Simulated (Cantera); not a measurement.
A closed system holds: 1 mol CuO, 7.9 mol F₂, 0.14 mol O₂, 26 mol HF, held at 1875 K.

Equilibrium computed with Cantera from the NASA thermochemical tables; the gas is ideal and each condensed phase is pure. Candidate condensed phases: Cu, CuF₂, CuO, Cu(OH)₂, Cu₂O, H₂O; 27 gas species. Equilibrium is a limit: real reactors are often held back by kinetics, nucleation or transport.

x: gas mole fraction; nothing condenses.

```json
[
 {"P (Pa)": "1", "x HF": "0.609", "x F": "0.349", "x CuF₂": "6.02e-5", "x CuF": "0.0213", "x O₂": "0.0110", "x O": "0.00798", "x Cu": "0.00210"},
 {"P (Pa)": "5.20", "x HF": "0.611", "x F": "0.348", "x CuF₂": "?", "x CuF": "0.0227", "x O₂": "?", "x O": "?", "x Cu": "?"},
 {"P (Pa)": "27", "x HF": "0.613", "x F": "0.347", "x CuF₂": "?", "x CuF": "0.0218", "x O₂": "0.0142", "x O": "?", "x Cu": "?"},
 {"P (Pa)": "140", "x HF": "0.616", "x F": "0.344", "x CuF₂": "0.00667", "x CuF": "0.0170", "x O₂": "0.0148", "x O": "0.000782", "x Cu": "1.21e-5"},
 {"P (Pa)": "720", "x HF": "0.622", "x F": "0.338", "x CuF₂": "0.0159", "x CuF": "0.00804", "x O₂": "0.0151", "x O": "0.000349", "x Cu": "1.13e-6"},
 {"P (Pa)": "3700", "x HF": "0.626", "x F": "0.334", "x CuF₂": "0.0219", "x CuF": "0.00218", "x O₂": "0.0153", "x O": "0.000155", "x Cu": "6.06e-8"},
 {"P (Pa)": "19000", "x HF": "0.627", "x F": "0.333", "x CuF₂": "0.0237", "x CuF": "0.000461", "x O₂": "0.0154", "x O": "6.85e-5", "x Cu": "2.50e-9"},
 {"P (Pa)": "100000", "x HF": "0.628", "x F": "0.331", "x CuF₂": "0.0241", "x CuF": "8.94e-5", "x O₂": "0.0154", "x O": "2.99e-5", "x Cu": "9.28e-11"}
]
```

**Question.** Fill in the missing entries.

**Answer.** 
- 5.20, x CuF₂: 0.000334
- 5.20, x O₂: 0.0131
- 5.20, x O: 0.00382
- 5.20, x Cu: 0.000432
- 27, x CuF₂: 0.00166
- 27, x O: 0.00175
- 27, x Cu: 8.00e-5
